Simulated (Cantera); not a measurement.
Equilibrium for titanium nitride, carbide and oxide coatings: TiCl4 + O2 + H2

Feed: 1 mol TiCl4, 15 mol O2, 81 mol H2, at 3.80 mbar.

Method: chemical equilibrium by Gibbs-energy minimisation in Cantera with the NASA 1993 tables (ideal gas, pure condensed phases). Candidate condensed phases: H2O, Ti, TiCl2, TiCl3, TiCl4, TiO, TiO2, Ti2O3, Ti3O5, Ti4O7; 23 gas species. Condensed phases not in the tables: Magnéli phases beyond Ti4O7. The numbers say what is thermodynamically allowed, not how fast it happens.

```tsv
T (°C)	x H2	x H2O	x H	x HCl	x OH	x Cl	x TiO2	x O	n TiO2(rutile)	n Ti4O7(l)
1600	0.608	0.335	0.00816	0.0475	0.000350	0.000483	4.76e-6	3.55e-6	1.000	0
1650	0.605	0.335	0.0119	0.0472	0.000566	0.000697	1.32e-5	8.29e-6	0.999	0
1700	0.601	0.333	0.0170	0.0467	0.000893	0.000986	3.45e-5	1.86e-5	0.997	0
1750	0.596	0.331	0.0238	0.0462	0.00138	0.00137	8.61e-5	4.00e-5	0.993	0
1800	0.586	0.332	0.0327	0.0454	0.00210	0.00187	0.000185	8.41e-5	0	0.246
1850	0.577	0.328	0.0442	0.0445	0.00311	0.00250	0.000372	0.000169	0	0.242
1900	0.565	0.323	0.0589	0.0432	0.00451	0.00329	0.000722	0.000329	0	0.234
1950	0.551	0.317	0.0772	0.0417	0.00641	0.00424	0.00136	0.000622	0	0.219
```
x: gas mole fraction; n: condensed amount in mol.

From 1600 °C to 1750 °C the condensed part is TiO2(rutile). From 1800 °C to 1950 °C the condensed part is Ti4O7(l). The main Ti-bearing gas is TiO2 throughout. The share of Ti in condensed phases is highest at 1600 °C (100.0 %) and lowest at 1950 °C (87.6 %).
